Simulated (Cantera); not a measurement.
Mixture: CH4 : O2 : N2 = 1 : 2.44 : 9.17 (molar parts), at 5.00 bar, adiabatic and at constant volume. Ignition delay is the time to a rise of 400 K.

Cantera simulation using GRI-Mech 3.0 (53 species, 325 reactions); the numbers are that mechanism's predictions, not measurements.

Predict: delay at 1025 K; delay at 1125 K; delay at 1225 K; delay at 1325 K; delay at 1425 K; apparent activation energy between 1375 and 1475 K.


- delay at 1025 K = 0.107 s
- delay at 1125 K = 23.8 ms
- delay at 1225 K = 6.28 ms
- delay at 1325 K = 1.87 ms
- delay at 1425 K = 0.622 ms
- apparent activation energy between 1375 and 1475 K = 180 kJ/mol
